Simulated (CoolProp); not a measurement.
Values from CoolProp's reference Helmholtz-energy equation of state, Younglove 1994. It is a modified Benedict-Webb-Rubin equation, recast in Helmholtz form.

**Question.** Give the vapour pressure (MPa), liquid density (kg/m³), vapour density (kg/m³), enthalpy of vaporisation (kJ/kg) of saturated R123 at 101.25 °C.

**Answer.** 
```tsv
T (°C)	p (MPa)	liquid density (kg/m³)	vapour density (kg/m³)	enthalpy of vaporisation (kJ/kg)
101.25	0.808	1240	48.4	133
```
